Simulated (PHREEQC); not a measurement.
Model water analysis in mg/L, 25 °C, pH 6.79, pe 12.1: Na 0.0237; K 0.000728; Ca 0.0351; Mg 0.00745; Cl 0.0269; S(6) as SO4 0.0231; Alkalinity as HCO3 0.136; Cu(2) 7.29e-05.

Valence states are taken as typed.

Model: ion-association model, phreeqc.dat, run in PHREEQC.

```
Quantity                        Value
--------------------  ---------------
ionic strength        5.03e-6 mol/kgw
charge-balance error           -0.7 %
```

```json
[
 {"species": "HCO3-", "molality": "2.33e-6", "activity": "2.32e-6", "log γ": "-0.001"},
 {"species": "Na+", "molality": "1.03e-6", "activity": "1.03e-6", "log γ": "-0.001"},
 {"species": "Ca+2", "molality": "8.76e-7", "activity": "8.66e-7", "log γ": "-0.005"},
 {"species": "CO2", "molality": "8.46e-7", "activity": "8.46e-7", "log γ": "0.000"},
 {"species": "Cl-", "molality": "7.59e-7", "activity": "7.57e-7", "log γ": "-0.001"},
 {"species": "Mg+2", "molality": "3.06e-7", "activity": "3.03e-7", "log γ": "-0.005"},
 {"species": "SO4-2", "molality": "2.40e-7", "activity": "2.38e-7", "log γ": "-0.005"},
 {"species": "H+", "molality": "1.63e-7", "activity": "1.62e-7", "log γ": "-0.001"},
 {"species": "OH-", "molality": "6.26e-8", "activity": "6.24e-8", "log γ": "-0.001"}
]
```

This is a speciation only: nothing precipitates in the calculation. The database's constant for dissolved Cu(OH)2 is higher than later reviews accept.
